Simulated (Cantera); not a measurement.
Mixture: CO : H2 : O2 : N2 = 1 : 0.7 : 2.12 : 7.01 (molar parts), equivalence ratio 0.40, at 33000 Pa, adiabatic and at constant volume. Ignition delay is the time to a rise of 400 K.

Computed with Cantera and GRI-Mech 3.0 (53 species, 325 reactions). Where the delays flatten at high temperature, the 400 K rule measures the pace of heat release, not the induction time.

Q: What does this change do: H2 0.7 to 1.1 parts?

A: 
| quantity | before | after |
|---|---|---|
| delay at 1225 K | 0.235 ms | 0.179 ms |
| delay at 1425 K | 0.197 ms | 0.136 ms |
| delay at 1625 K | 0.239 ms | 0.155 ms |
| delay at 1825 K | 0.337 ms | 0.212 ms |
| delay at 2025 K | 0.492 ms | 0.303 ms |
